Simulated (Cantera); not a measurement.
A perfectly stirred reactor is fed with H₂ : O₂ : N₂ = 0.84 : 1 : 0.98 (molar parts), equivalence ratio 0.42, at 97.5 Torr; it is held at 973 K, and followed from long to short residence time.

Model: the H2/O2 subset of GRI-Mech 3.0, which has no nitrogen chemistry, integrated in Cantera. Radical loss at walls, strong at low pressure, is not modelled. The temperature is held fixed by assumption; the heat of reaction is taken as removed at once.

What does this change do: temperature 973 to 1325 K?


| quantity | before | after |
|---|---|---|
| x(H₂) at τ = 3.20 s | 0.00188 | 0.000107 |
| x(O₂) at τ = 3.20 s | 0.242 | 0.241 |
| x(OH) at τ = 3.20 s | 2.98e-5 | 0.000648 |
| x(HO₂) at τ = 3.20 s | 2.63e-5 | 2.53e-6 |
| x(H₂O₂) at τ = 3.20 s | 8.00e-6 | 2.80e-7 |
| x(H₂) at τ = 47.0 ms | 0.0130 | 0.00174 |
| x(O₂) at τ = 47.0 ms | 0.246 | 0.241 |
| x(OH) at τ = 47.0 ms | 0.000278 | 0.00268 |
| x(HO₂) at τ = 47.0 ms | 6.68e-5 | 2.04e-5 |
| x(H₂O₂) at τ = 47.0 ms | 5.31e-6 | 1.40e-6 |
